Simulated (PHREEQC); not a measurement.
A solution holds 0.45 mol/kgw NH4F, at 25 °C. Closed to the air; pH follows from the charge balance.

All values are PHREEQC results (ion-association model, phreeqc.dat), not measurements.

```yaml
pH: 6.44
ionic_strength: 0.450 mol/kgw
activity_of_water: 0.985
specific_conductance: 41900 µS/cm
density: 1.006 g/cm³
```

| species | molality | activity | log γ |
|---|---|---|---|
| NH4+ | 0.450 | 0.271 | -0.221 |
| F- | 0.449 | 0.288 | -0.193 |
| NH3 | 0.000381 | 0.000423 | 0.045 |
| HF2- | 0.000238 | 0.000174 | -0.136 |
| HF | 0.000142 | 0.000158 | 0.045 |
| H+ | 4.75e-7 | 3.65e-7 | -0.115 |
| OH- | 4.26e-8 | 2.73e-8 | -0.193 |

This is a speciation only: nothing precipitates in the calculation.
